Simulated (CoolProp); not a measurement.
Properties of 1-butene along the isotherm 444.5 K.

Values from CoolProp's reference Helmholtz-energy equation of state, Lemmon 2005. It is a short technical equation, of lower accuracy than the large ones.

```tsv
p (bar)	phase	density (kg/m³)	speed of sound (m/s)	expansivity (1/kK)	fugacity coefficient
0.19	gas	0.2888	265.9	2.260	0.9986
0.307	gas	0.4671	265.8	2.266	0.9978
0.496	gas	0.7557	265.4	2.276	0.9964
0.801	gas	1.223	265.0	2.292	0.9943
1.29	gas	1.977	264.2	2.319	0.9908
2.09	gas	3.222	262.8	2.364	0.9851
3.38	gas	5.261	260.7	2.439	0.9759
5.46	gas	8.636	257.2	2.569	0.9611
8.82	gas	14.34	251.3	2.805	0.9375
14.2	gas	24.20	241.3	3.268	0.9000
23	gas	42.93	223.5	4.367	0.8396
37.2	gas	85.12	190.1	8.347	0.7436
60.1	supercritical	266.7	173.1	27.69	0.5886
```
